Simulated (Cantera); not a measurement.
Input (Python, Cantera):

```python
import numpy as np
import cantera as ct

gas = ct.Solution("gri30.yaml")
gas.TPX = 1500, 2666, {'C2H4': 1, 'H2': 80}
reactor = ct.IdealGasConstPressureReactor(gas, energy="off", clone=False)
net = ct.ReactorNet([reactor])
net.rtol, net.atol = 1e-08, 1e-18
show = ['C2H4', 'H2', 'C2H', 'CH4', 'CH3']
times = np.geomspace(1e-05, 2, 9)

steps = ct.SolutionArray(gas, extra=["t"])
rows = []
print(f"{'t/s':>10s}{'T/K':>9s}{'P/Pa':>11s}" + "".join(f"{s:>11s}" for s in show))
for t in times:
    while net.time < t:
        t_next = net.step()
        steps.append(gas.state, t=t_next)
    rows.append([np.interp(t, steps.t, y) for y in (steps.T, steps.P, *steps(*show).X.T)])
    print(f"{t:10.3e}{rows[-1][0]:9.1f}{rows[-1][1]:11.4g}" + "".join(f"{x:11.3e}" for x in rows[-1][2:]))
rate = np.gradient(steps.T, steps.t)
print("integrator steps:", len(steps.t))
if steps.T.max() > steps.T[0] + 200:
    print(f"time of steepest temperature rise: {steps.t[rate.argmax()]:.4e} s")
gas.TPX = 1500, 2666, {'C2H4': 1, 'H2': 80}
gas.equilibrate("TP")
print(f"equilibrium (TP): T = {gas.T:.1f} K  " + "  ".join(f"{s} {gas[s].X[0]:.3e}" for s in show))
```

Output:

```
       t/s      T/K       P/Pa       C2H4         H2        C2H        CH4        CH3
 1.000e-05   1500.0       2666  1.235e-02  9.877e-01  1.760e-19  8.136e-17  1.055e-15
 4.599e-05   1500.0       2666  1.234e-02  9.877e-01  3.270e-18  1.911e-14  5.503e-14
 2.115e-04   1500.0       2666  1.234e-02  9.877e-01  6.913e-17  1.854e-12  8.845e-13
 9.725e-04   1500.0       2666  1.232e-02  9.877e-01  1.467e-15  6.356e-11  5.553e-12
 4.472e-03   1500.0       2666  1.223e-02  9.877e-01  3.149e-14  1.687e-09  3.202e-11
 2.057e-02   1500.0       2666  1.182e-02  9.877e-01  7.158e-13  4.896e-08  2.094e-10
 9.457e-02   1500.0       2666  9.860e-03  9.877e-01  2.085e-11  1.408e-06  1.384e-09
 4.349e-01   1500.0       2666  2.339e-03  9.877e-01  4.261e-10  1.840e-05  1.001e-08
 2.000e+00   1500.0       2666  9.009e-05  9.877e-01  2.022e-09  3.068e-05  5.535e-08
integrator steps: 497
equilibrium (TP): T = 1500.0 K  C2H4 8.140e-05  H2 9.865e-01  C2H 2.259e-09  CH4 2.318e-03  CH3 5.122e-06
```

Model: GRI-Mech 3.0 (53 species, 325 reactions), integrated in Cantera. GRI-Mech 3.0 was tuned for natural gas; its chemistry of ethylene as a main component is partial and can be far from experiment. GRI-Mech 3.0 stops at C3 and has no aromatics, soot or wall deposition, so with more carbon than oxygen in the feed, carbon stays in small species such as C2H2 where larger ones or solid carbon would form. Radical loss at walls, strong at low pressure, is not modelled.
